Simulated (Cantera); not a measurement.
A perfectly stirred reactor is fed with 15.4 % CO, 2.78 % H2, 21.1 % O2, 52.9 % N2, 7.72 % H2O, at 2.30 bar; it is adiabatic with a 823 K inlet, and is followed from long to short residence time, starting on the burning branch (τ in s: 0.1, 0.043, 0.018, 0.0078, 0.0033, 0.0014, 0.00059, 0.00025, 0.00011, 4.5e-05, 1.9e-05).

Cantera simulation using GRI-Mech 3.0 (53 species, 325 reactions); the numbers are that mechanism's predictions, not measurements. The hydrogen kinetics of GRI-Mech 3.0 are dated; newer H2 mechanisms differ, most at raised pressure.

Predict: blow-out, bracketed by the residence times tried; x(CO) at τ = 0.100 s; x(H2) at τ = 0.100 s; x(O2) at τ = 0.100 s; x(O) at τ = 0.100 s; x(NO2) at τ = 0.100 s; x(CO) at τ = 1.40 ms; x(H2) at τ = 1.40 ms; x(O2) at τ = 1.40 ms; x(O) at τ = 1.40 ms; x(NO2) at τ = 1.40 ms.


| Property | Value |
|---|---|
| blow-out, bracketed by the residence times tried | burning at 45.0 µs, out at 19.0 µs |
| x(CO) at τ = 0.100 s | 0.00169 |
| x(H2) at τ = 0.100 s | 0.000213 |
| x(O2) at τ = 0.100 s | 0.131 |
| x(O) at τ = 0.100 s | 0.000576 |
| x(NO2) at τ = 0.100 s | 3.65e-6 |
| x(CO) at τ = 1.40 ms | 0.00817 |
| x(H2) at τ = 1.40 ms | 0.000815 |
| x(O2) at τ = 1.40 ms | 0.133 |
| x(O) at τ = 1.40 ms | 0.00215 |
| x(NO2) at τ = 1.40 ms | 1.93e-7 |
